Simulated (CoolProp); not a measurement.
Properties of diethyl ether along the isobar 173 bar (Tc = 194.7 °C, pc = 37.17 bar, ω = 0.282).

Values from CoolProp's reference Helmholtz-energy equation of state, Thol 2014.

```csv
T (°C),phase,density (kg/m³),cv (kJ/(kg K))
138.35,liquid,606.0,1.996
142.85,liquid,600.6,2.007
147.35,liquid,595.2,2.018
151.95,liquid,589.6,2.029
156.45,liquid,584.0,2.040
160.95,liquid,578.5,2.051
165.55,liquid,572.7,2.062
170.05,liquid,567.1,2.073
174.55,liquid,561.4,2.084
179.15,liquid,555.5,2.096
183.65,liquid,549.7,2.107
188.15,liquid,543.9,2.118
192.75,liquid,537.9,2.129
```
